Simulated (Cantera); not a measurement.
A closed system holds: 1 mol Si, 0.11 mol CO₂, 6.8 mol N₂, held at 32.0 mbar.

Equilibrium computed with Cantera from the NASA thermochemical tables; the gas is ideal and each condensed phase is pure. Candidate condensed phases: C, Si, SiC, SiO₂, Si₂N₂O, Si₃N₄; 34 gas species. N₂ is the only nitrogen source here; it is nearly inert below about 1500 K, so the nitride shown seldom forms there in practice. Mutual solubility and eutectic melting of coexisting phases are not modelled. The tables' values for SiN are old estimates; treat these amounts as uncertain. Kinetics and transport are ignored.

log p: log10 of the partial pressure in bar; n: condensed amount in mol.

| T (K) | log p N₂ | log p SiO | log p CO | log p Si | log p Si₂N | log p SiN | log p Si₂C | n C(graphite) | n Si₂N₂O(s) | n Si₃N₄(s) | n SiC(s) | n Si(l) |
|---|---|---|---|---|---|---|---|---|---|---|---|---|
| 1300 | -1.49 | -10.11 | -6.30 | <-13 | <-13 | <-13 | <-13 | 0.110 | 0.220 | 0.187 | 0 | 0 |
| 1350 | -1.49 | -9.25 | -5.82 | -12.54 | <-13 | -12.87 | <-13 | 0.110 | 0.220 | 0.187 | 0 | 0 |
| 1400 | -1.49 | -8.44 | -5.36 | -11.58 | <-13 | -12.02 | <-13 | 0.109 | 0.219 | 0.187 | 0 | 0 |
| 1450 | -1.49 | -7.70 | -4.99 | -10.69 | -13.27 | -11.24 | <-13 | 0 | 0.218 | 0.152 | 0.108 | 0 |
| 1500 | -1.50 | -7.01 | -4.80 | -9.86 | -12.21 | -10.50 | -12.68 | 0 | 0.217 | 0.153 | 0.107 | 0 |
| 1550 | -1.50 | -6.36 | -4.63 | -9.09 | -11.23 | -9.82 | -11.74 | 0 | 0.215 | 0.155 | 0.105 | 0 |
| 1600 | -1.50 | -5.75 | -4.47 | -8.36 | -10.30 | -9.18 | -10.86 | 0 | 0.213 | 0.157 | 0.103 | 0 |
| 1650 | -1.50 | -5.18 | -4.31 | -7.68 | -9.44 | -8.57 | -10.04 | 0 | 0.209 | 0.160 | 0.100 | 0 |
| 1700 | -1.50 | -4.65 | -4.17 | -7.04 | -8.63 | -8.01 | -9.26 | 0 | 0.202 | 0.165 | 0.0967 | 0 |
| 1750 | -1.50 | ___ | ___ | ___ | ___ | -7.48 | ___ | 0 | 0.188 | 0.173 | 0.0918 | 0 |
| 1800 | -1.50 | -3.67 | -3.91 | -5.87 | -7.14 | -6.97 | -7.84 | 0 | 0.153 | 0.188 | 0.0856 | 0 |
| 1850 | -1.51 | -3.22 | -3.79 | -5.33 | -6.45 | -6.50 | -7.19 | 0 | 0.0663 | 0.222 | 0.0777 | 0 |
| 1900 | -1.51 | -3.07 | -3.80 | ___ | ___ | -6.13 | ___ | 0 | 0 | 0 | 0.0750 | 0.736 |
| 1950 | -1.51 | -3.10 | -3.70 | -4.62 | -5.77 | -5.91 | -6.28 | 0 | 0 | 0 | 0.0661 | 0.751 |

Question: What belongs in the gaps?

Answer: 
- 1750, log p SiO: -4.14
- 1750, log p CO: -4.04
- 1750, log p Si: -6.44
- 1750, log p Si₂N: -7.86
- 1750, log p Si₂C: -8.53
- 1900, log p Si: -4.90
- 1900, log p Si₂N: -5.97
- 1900, log p Si₂C: -6.66
